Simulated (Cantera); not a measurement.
Input: 1 mol c-C4F8, 0.4 mol H2, 0.05 mol F2, held at 0.133 bar.

Equilibrium computed with Cantera from the NASA thermochemical tables; the gas is ideal and each condensed phase is pure. Candidate condensed phases: C, C6H6, C7H8, C8H18; 95 gas species. The feed counts by its element totals alone. Gases not in the tables: C2F6 and larger saturated fluorocarbons. Rates play no part. All values below are at 1650 °C.

Base state: CF4 0.681, HF 0.302, CF2 0.0130, F 0.00217, CF3 0.00209 (mole fractions); condensed: C(graphite).

Question: What changes in the equilibrium state with this change: pressure from 0.133 bar to 13.0 mbar?

Answer: 
```
species            before    after
----------------  -------  -------
CF4                 0.681    0.648
HF                  0.302    0.295
CF2                0.0130   0.0405
F                 0.00217   0.0123
CF                6.77e-6  3.83e-5
CF3               0.00209  0.00361
C(graphite), mol     2.16     2.13
```
